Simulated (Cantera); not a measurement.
A counterflow diffusion flame at 0.987 atm, nozzles 20 mm apart: fuel side 41.7 % CH4, 58.3 % C2H6 at 350 K, oxidiser side 20.0 % O2, 80.0 % N2 at 325 K, fuel mass flux 1 times the oxidiser's; mixture-averaged transport, no radiation.

Cantera simulation using GRI-Mech 3.0 (53 species, 325 reactions); the numbers are that mechanism's predictions, not measurements. GRI-Mech 3.0 has no aromatics or soot, which form on the fuel side of real flames. The maximum strain rate includes the flame's own expansion and is several times the mean.

x: mole fraction; the columns are a selection and need not sum to one.

| oxidiser flux (kg/m²/s) | max strain (1/s) | mean strain (1/s) | T max (K) | peak x OH | peak x H | peak x NO | peak x CO | peak x C2H2 |
|---|---|---|---|---|---|---|---|---|
| 0.25 | ? | 26.7 | 1981 | 0.00597 | 0.00355 | 0.000185 | 0.0474 | 0.0258 |
| 0.32 | ? | 34.2 | 1967 | 0.00594 | 0.00371 | 0.000174 | 0.0475 | 0.0246 |
| 0.41 | ? | 43.9 | 1952 | 0.00589 | 0.00387 | 0.000162 | 0.0476 | 0.0234 |
| 0.53 | ? | 56.7 | 1939 | 0.00584 | 0.00403 | 0.000149 | 0.0480 | 0.0222 |
| 0.69 | ? | 73.8 | 1924 | 0.00576 | 0.00418 | 0.000134 | 0.0484 | 0.0210 |
| 0.88 | ? | 94.1 | 1909 | 0.00564 | 0.00429 | 0.000118 | 0.0488 | 0.0198 |
| 1.1 | ? | 118 | 1894 | 0.00550 | 0.00437 | 0.000104 | 0.0494 | 0.0185 |
| 1.5 | ? | 160 | 1869 | 0.00521 | 0.00441 | 8.18e-5 | 0.0504 | 0.0165 |
| 1.9 | ? | 203 | 1847 | 0.00490 | 0.00436 | 6.43e-5 | 0.0514 | 0.0147 |
| 2.4 | ? | 257 | 1819 | 0.00450 | 0.00420 | 4.67e-5 | 0.0528 | 0.0127 |

Question: Some entries are withheld; supply them.

Answer: 
- 0.25, max strain (1/s): 170
- 0.32, max strain (1/s): 211
- 0.41, max strain (1/s): 262
- 0.53, max strain (1/s): 330
- 0.69, max strain (1/s): 418
- 0.88, max strain (1/s): 520
- 1.1, max strain (1/s): 635
- 1.5, max strain (1/s): 837
- 1.9, max strain (1/s): 1030
- 2.4, max strain (1/s): 1270
